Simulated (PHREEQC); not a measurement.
A solution holds 0.0017 mol Cu(BF4)2, 0.011 mol HCl, 0.0013 mol NaCl and 0.0012 mol KOH per kg of water, at 25 °C. Closed to the air; pH follows from the charge balance.

All values are PHREEQC results (ion-association model, phreeqc.dat), not measurements.

This is a speciation only: nothing precipitates in the calculation.

Question: Order these F species by the share of F that they hold, largest first: BF3OH-, HF, BF2(OH)2-, F-, BF4-.

Answer: BF4- (61 %), HF (32 %), BF3OH- (3.9 %), F- (3.0 %), BF2(OH)2- (0.81 %)

Question: Order these B species by the share of B that they hold, largest first: BF2(OH)2-, BF4-, BF3OH-, H3BO3.

Answer: BF4- (61 %), H3BO3 (33 %), BF3OH- (5.1 %), BF2(OH)2- (1.6 %)

The pH is 2.09 and the ionic strength 0.0166 mol/kgw. Species that the database lacks are ignored. Real BF4- forms and hydrolyses slowly; the run takes it at equilibrium.
